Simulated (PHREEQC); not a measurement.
Acid mine or pickling water: an equilibrium model

Model water analysis in mg/kgw, 25 °C, pH 2.46, pe 11.5: Na 2600; K 85.2; Ca 358; Mg 914; Cl 952; S(6) as SO4 9420; Pb 9.26.

Valence states are taken as typed.

The numbers come from PHREEQC with the ion-association model, phreeqc.dat.

No solid was allowed to form.

**Question.** Predict the ionic strength, charge-balance error, density.

**Answer.** ionic strength 0.237 mol/kgw; charge-balance error -0.9 %; density 1.010 g/cm³.

**Question.** In which forms is K present?

**Answer.** K+ 90 %, KSO4- 9.6 % of the K.

The solution is supersaturated, for example in Anglesite, so a real one may precipitate; this is no full list. Complexes and solids missing from the database can't appear.
